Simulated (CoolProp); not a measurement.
Vapour-liquid equilibrium of ammonia (1) + n-pentane (2) at 68.15 °C; x and y are mole fractions of (1).

The numbers come from the multi-fluid Helmholtz-energy mixture model, Gao 2020 and Thol 2019; pair parameters Bell 2016 in CoolProp.

| x | bubble pressure (bar) | y at the bubble point | dew pressure at overall composition x (bar) | liquid density (mol/L) |
|---|---|---|---|---|
| 0.05 | 5.496 | 0.501 | 2.846 | 8.303 |
| 0.2 | 16.48 | 0.828 | 3.406 | 9.404 |
| 0.35 | 25.00 | 0.881 | 4.215 | 10.73 |
| 0.5 | 28.24 | 0.895 | 5.489 | 12.44 |
| 0.65 | 29.08 | 0.899 | 7.851 | 14.89 |
| 0.8 | 30.06 | 0.911 | 14.00 | 19.05 |
| 0.95 | 31.51 | 0.960 | 31.36 | 26.97 |

No azeotrope shows between x = 0.05 and 0.95.

The pair parameters rest on a limited set of measurements; away from them the model extrapolates. With so large a gap from Raoult's law the liquid may split in two, which this calculation doesn't test in full.
